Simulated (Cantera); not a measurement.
Feed: 1 mol Al, 8.5 mol HCl, held at 602 °C and 4.50 Pa.

Equilibrium computed with Cantera from the NASA thermochemical tables; the gas is ideal and each condensed phase is pure. Candidate condensed phases: Al, AlCl₃; 12 gas species. Kinetics and transport are ignored.

Base state: HCl 0.688, H₂ 0.188, AlCl₃ 0.125 (mole fractions); condensed: gas only.

Problem. What changes in the equilibrium state with this change: temperature from 602 °C to 252 °C?

Solution. 
| species | before | after |
|---|---|---|
| HCl | 0.688 | 0.700 |
| H₂ | 0.188 | 0.191 |
| AlCl₃ | 0.125 | 0.0921 |
| Al₂Cl₆ | 5.15e-7 | 0.0175 |
